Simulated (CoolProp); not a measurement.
Vapour-liquid equilibrium of ethanol (1) + p-xylene (2) at 155.55 °C; x and y are mole fractions of (1).

Model: multi-fluid Helmholtz-energy mixture model, Schroeder 2014 and Zhou 2012; pair parameters Bell 2016, in CoolProp.

Q: Give the bubble pressure and the first vapour's composition at x = 0.5, 0.65, 0.95. Is there an azeotrope?

A: x = 0.5: 8.116 bar, y = 0.832; x = 0.65: 8.912 bar, y = 0.868; x = 0.95: 10.91 bar, y = 0.978. No azeotrope shows between x = 0.05 and 0.95.

Pair parameters are fitted to limited data, so mixtures are less certain than the pure fluids. With so large a gap from Raoult's law the liquid may split in two, which this calculation doesn't test in full.
